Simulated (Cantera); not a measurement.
A closed system holds: 1 mol FeS2, 14 mol H2, 7.1 mol H2O, equilibrated at 0.610 bar.

Cantera equilibrium calculation (NASA polynomials, part measured and part estimated; ideal gas, pure solids and liquids). Candidate condensed phases: Fe, FeO, Fe(OH)2, Fe(OH)3, FeS, FeSO4, FeS2, Fe2O3, Fe2(SO4)3, Fe3O4, H2O, H2SO4, S; 22 gas species. FeS: taken at fixed stoichiometry. Gases not in the tables: S3 to S7. Rates play no part.

log p: log10 of the partial pressure in bar; n: condensed amount in mol.

| T (°C) | log p H2 | log p H2O | log p H2S | log p S2 | log p SH | log p H | n FeS(s) | n FeS(l) |
|---|---|---|---|---|---|---|---|---|
| 725 | -0.43 | -0.69 | -1.54 | -6.51 | [?] | -8.88 | 1.00 | 0 |
| 825 | -0.43 | -0.69 | -1.54 | -5.65 | [?] | -7.82 | 1.00 | 0 |
| 925 | -0.42 | -0.69 | -1.54 | -4.94 | [?] | -6.93 | 1.00 | 0 |
| 1025 | -0.42 | -0.69 | -1.54 | -4.33 | [?] | -6.18 | 1.000 | 0 |
| 1125 | -0.42 | -0.69 | -1.54 | -3.82 | [?] | -5.54 | 1.000 | 0 |
| 1225 | -0.42 | -0.69 | -1.56 | -3.39 | [?] | -4.98 | 0 | 1.000 |
| 1325 | -0.42 | -0.69 | -1.58 | -3.04 | [?] | -4.49 | 0 | 1.000 |
| 1425 | -0.42 | -0.69 | -1.61 | -2.77 | [?] | -4.05 | 0 | 1.000 |
| 1525 | -0.42 | -0.69 | -1.67 | -2.57 | [?] | -3.66 | 0 | 0.999 |
| 1625 | -0.42 | -0.69 | -1.74 | -2.43 | [?] | -3.32 | 0 | 0.997 |

Problem. Complete the blanks.

Solution. 
- 725, log p SH: -6.56
- 825, log p SH: -5.78
- 925, log p SH: -5.12
- 1025, log p SH: -4.57
- 1125, log p SH: -4.10
- 1225, log p SH: -3.70
- 1325, log p SH: -3.36
- 1425, log p SH: -3.08
- 1525, log p SH: -2.86
- 1625, log p SH: -2.67
